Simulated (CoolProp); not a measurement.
R125 at several states: Z from the reference equation and from simpler models built on Tc = 66.0 °C, pc = 3.618 MPa, ω = 0.305; each cubic takes its own stable root.

Model: reference Helmholtz-energy equation of state, Lemmon 2005, in CoolProp.

```tsv
T (°C)	p (MPa)	phase	reference
184.65	1.34	gas	0.9576
85.35	5.63	supercritical	0.3328
169.85	0.259	gas	0.9906
```

**Question.** How far does each simpler model (Redlich-Kwong, Peng-Robinson) lie from the reference over these 3 states: mean and median of the absolute difference, and the worst?

**Answer.** 
- Redlich-Kwong: mean 3.2 %, median 0.9 %, worst +8.4 % at 85.35 °C and 5.63 MPa
- Peng-Robinson: mean 3.9 %, median 0.5 %, worst +11.1 % at 85.35 °C and 5.63 MPa
